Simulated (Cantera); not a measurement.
Feed: 1 mol MgO, a varied amount of CO, at 0.00950 bar.

Equilibrium computed with Cantera from the NASA thermochemical tables; the gas is ideal and each condensed phase is pure. Candidate condensed phases: C, Mg, MgCO3, MgO; 15 gas species. Equilibrium is a limit: real reactors are often held back by kinetics, nucleation or transport.

Stable condensed phases, one row left out:

```
T in K \ n(CO) in mol
         1.2 1.5 1.9 2.3 2.9 3.7 4.7 5.9 7.4 9.3  12  15  19
   2550    A   A   A   B   B   B   B   B   B   B   B   B   B
   2450    A   A   A   A   A   A   B   B   B   B   B   B   B
   2350    A   A   A   A   A   A   A   A   B   B   B   B   B
   2150    A   A   A   A   A   A   A   A   A   A   A   A   A
   2050    A   A   A   A   A   A   A   A   A   A   A   A   A
   1950    A   A   A   A   A   A   A   A   A   A   A   A   A
   1850    A   A   A   A   A   A   A   A   A   A   A   A   A
   1750    A   A   A   A   A   A   A   A   A   A   A   A   A
   1650    A   A   A   A   A   A   A   A   A   A   A   A   A
   1550    A   A   A   A   A   A   A   A   A   A   A   A   A
   1450    A   A   A   A   A   A   A   A   A   A   A   A   A
   1350    A   A   A   A   A   A   A   A   A   A   A   A   A
```

A: MgO; B: gas only.

**Question.** Give the row for 2250 K.

**Answer.** 1.2: MgO; 1.5: MgO; 1.9: MgO; 2.3: MgO; 2.9: MgO; 3.7: MgO; 4.7: MgO; 5.9: MgO; 7.4: MgO; 9.3: MgO; 12: gas only; 15: gas only; 19: gas only.
